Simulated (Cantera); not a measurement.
**Adiabatic ignition**

An adiabatic, constant-pressure homogeneous reactor starts with H2 : O2 : N2 = 1 : 0.238 : 0.895 (molar parts), equivalence ratio 2.1, at 1425 K and 1.00 bar.

Model: the H2/O2 subset of GRI-Mech 3.0, which has no nitrogen chemistry, integrated in Cantera.

| t (s) | T (K) | x H2 | x O2 | x H2O2 | x H2O | x O | x H |
|---|---|---|---|---|---|---|---|
| 2.00e-6 | 1425 | 0.469 | 0.112 | 3.74e-9 | 3.01e-7 | 3.68e-8 | 5.13e-7 |
| 4.31e-6 | 1425 | 0.469 | 0.112 | 1.73e-8 | 3.40e-6 | 2.65e-7 | 3.57e-6 |
| 9.28e-6 | 1425 | 0.469 | 0.111 | 1.68e-7 | 0.000170 | 1.14e-5 | 0.000153 |
| 2.00e-5 | 1695 | 0.214 | 0.0139 | 8.47e-7 | 0.181 | 0.00765 | 0.150 |
| 4.31e-5 | 2180 | 0.220 | 0.00190 | 1.70e-7 | 0.212 | 0.00464 | 0.106 |
| 9.28e-5 | 2462 | 0.240 | 0.000936 | 7.66e-8 | 0.223 | 0.00243 | 0.0693 |
| 0.000200 | 2648 | 0.253 | 0.000436 | 5.26e-8 | 0.232 | 0.00117 | 0.0454 |
| 0.000431 | 2729 | 0.258 | 0.000267 | 4.34e-8 | 0.236 | 0.000725 | 0.0351 |
| 0.000928 | 2739 | 0.259 | 0.000248 | 4.20e-8 | 0.236 | 0.000674 | 0.0337 |
| 0.00200 | 2739 | 0.259 | 0.000248 | 4.20e-8 | 0.236 | 0.000674 | 0.0337 |
| 0.00431 | 2739 | 0.259 | 0.000248 | 4.20e-8 | 0.236 | 0.000674 | 0.0337 |
| 0.00928 | 2739 | 0.259 | 0.000248 | 4.20e-8 | 0.236 | 0.000674 | 0.0337 |
| 0.0200 | 2739 | 0.259 | 0.000248 | 4.20e-8 | 0.236 | 0.000674 | 0.0337 |
| 0.0431 | 2739 | 0.259 | 0.000248 | 4.20e-8 | 0.236 | 0.000674 | 0.0337 |
| 0.0928 | 2739 | 0.259 | 0.000248 | 4.20e-8 | 0.236 | 0.000674 | 0.0337 |
| 0.200 | 2739 | 0.259 | 0.000248 | 4.20e-8 | 0.236 | 0.000674 | 0.0337 |
x: mole fraction; the columns are a selection and need not sum to one.

The time of steepest temperature rise is 18.8 µs, the temperature at 0.200 s comes out as 2739 K and the equilibrium temperature is 2739 K. The x(H2) at 0.200 s is 0.259 (gas-phase equilibrium 0.259), the x(O2) at 0.200 s comes out as 0.000248 (gas-phase equilibrium 0.000248) and the x(H2O2) at 0.200 s comes out as 4.20e-8 (gas-phase equilibrium 4.20e-8).
